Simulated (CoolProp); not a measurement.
Model: reference Helmholtz-energy equation of state, Zhou 2012, in CoolProp.

Q: For m-xylene, give the phase and the Prandtl number, fugacity coefficient at 149.75 °C and 1830 kPa.

A: 
- 149.75 °C and 1830 kPa: liquid; Prandtl number 4.50, fugacity coefficient 0.0744

Viscosity comes from a separate model (Cao 2016). Thermal conductivity comes from a separate model (Mylona 2014).
